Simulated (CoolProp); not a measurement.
Vapour pressure (kPa) of oxygen: the reference equation beside estimates from Tc = -118.6 °C, pc = 5046 kPa, ω = 0.022.

Model: reference Helmholtz-energy equation of state, Schmidt 1985, in CoolProp.

```json
[
 {"T (°C)": "-178.85", "reference": "152.7", "Lee-Kesler": "151.5", "van der Waals": "481.8", "Redlich-Kwong": "122.6", "Soave-Redlich-Kwong": "150.2", "Peng-Robinson": "154.2"},
 {"T (°C)": "-170.85", "reference": "306.7", "Lee-Kesler": "305.9", "van der Waals": "754.5", "Redlich-Kwong": "269.4", "Soave-Redlich-Kwong": "304.7", "Peng-Robinson": "308.6"},
 {"T (°C)": "-162.95", "reference": "550.9", "Lee-Kesler": "551.1", "van der Waals": "?", "Redlich-Kwong": "513.3", "Soave-Redlich-Kwong": "551.6", "Peng-Robinson": "553.3"},
 {"T (°C)": "-154.95", "reference": "919.5", "Lee-Kesler": "920.4", "van der Waals": "1563", "Redlich-Kwong": "?", "Soave-Redlich-Kwong": "926.0", "Peng-Robinson": "923.4"},
 {"T (°C)": "-147.05", "reference": "1432", "Lee-Kesler": "1432", "van der Waals": "2115", "Redlich-Kwong": "1422", "Soave-Redlich-Kwong": "1448", "Peng-Robinson": "?"},
 {"T (°C)": "-139.05", "reference": "2133", "Lee-Kesler": "2131", "van der Waals": "2784", "Redlich-Kwong": "2148", "Soave-Redlich-Kwong": "2161", "Peng-Robinson": "2146"},
 {"T (°C)": "-131.15", "reference": "3039", "Lee-Kesler": "3035", "van der Waals": "3560", "Redlich-Kwong": "3076", "Soave-Redlich-Kwong": "3077", "Peng-Robinson": "3060"},
 {"T (°C)": "-123.15", "reference": "4219", "Lee-Kesler": "4218", "van der Waals": "4467", "Redlich-Kwong": "4253", "Soave-Redlich-Kwong": "4249", "Peng-Robinson": "4238"}
]
```

Problem. What belongs in the gaps?

Solution. 
- -162.95, van der Waals: 1109
- -154.95, Redlich-Kwong: 891.0
- -147.05, Peng-Robinson: 1439

Absolute difference from the reference over all 8 rows, mean and median: Lee-Kesler 0.2 and 0.1 %, van der Waals 79.3 and 58.8 %, Redlich-Kwong 5.7 and 2.2 %, Soave-Redlich-Kwong 0.9 and 0.9 %, Peng-Robinson 0.6 and 0.5 %.
